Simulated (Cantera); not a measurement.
A closed system holds: 1 mol FeCl₃, 1.6 mol HCl, 0.39 mol H₂, at 1948.15 K and 0.00130 bar.

Method: chemical equilibrium by Gibbs-energy minimisation in Cantera with the NASA 1993 tables (ideal gas, pure condensed phases). Candidate condensed phases: Fe, FeCl₂, FeCl₃; 11 gas species. The numbers say what is thermodynamically allowed, not how fast it happens.

Base state: HCl 0.603, FeCl₂ 0.269, Cl 0.104, H₂ 0.0185, H 0.00427, Fe 0.00170, FeCl 0.000110, Cl₂ 3.89e-5 (mole fractions); condensed: gas only.

Question: What changes in the equilibrium state with this change: pressure from 0.00130 bar to 4.20e-5 bar?

Answer: 
```csv
species,before,after
HCl,0.603,0.415
Cl,0.104,0.311
FeCl₂,0.269,0.126
Fe,0.00170,0.0860
H,0.00427,0.0305
H₂,0.0185,0.0305
FeCl₃,2.67e-5,1.21e-6
FeCl,0.000110,0.000536
Cl₂,3.89e-5,1.12e-5
```

Question: What changes in the equilibrium state with this change: 0.018 mol O₂ added?

Answer: 
```csv
species,before,after
HCl,0.603,0.588
FeCl₂,0.269,0.268
Cl,0.104,0.114
H₂O,0,0.00939
H₂,0.0185,0.0147
OH,0,0.000220
O,0,4.22e-5
FeO,0,1.58e-5
```
Further candidate phases: FeO, Fe(OH)₂, Fe(OH)₃, Fe₂O₃, Fe₃O₄, H₂O.
